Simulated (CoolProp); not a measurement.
Carbonyl sulfide along the isotherm 346.85 °C: density (kg/m³) from the reference equation and from simpler models built on Tc = 105.6 °C, pc = 63.69 bar, ω = 0.098; each cubic takes its own stable root.

Model: reference Helmholtz-energy equation of state, Lemmon 2006, in CoolProp. It is a short technical equation, of lower accuracy than the large ones.

```csv
p (bar),phase,reference,ideal gas,van der Waals,Redlich-Kwong,Soave-Redlich-Kwong,Peng-Robinson
14.5,gas,17.14,16.90,17.22,17.17,17.11,17.19
28.9,gas,34.64,33.68,34.97,34.78,34.50,34.83
43.4,gas,52.73,50.58,53.54,53.05,52.40,53.14
57.9,gas,71.28,67.48,72.83,71.85,70.65,71.96
72.4,supercritical,90.27,84.37,92.86,91.14,89.22,91.25
86.8,supercritical,109.5,101.2,113.5,110.8,107.9,110.8
101,supercritical,128.9,117.7,134.5,130.5,126.6,130.4
116,supercritical,149.7,135.2,157.3,151.7,146.4,151.4
130,supercritical,169.3,151.5,179.1,171.7,165.0,171.1
145,supercritical,190.5,169.0,202.7,193.2,184.9,192.3
159,supercritical,210.4,185.3,224.9,213.4,203.4,212.1
```
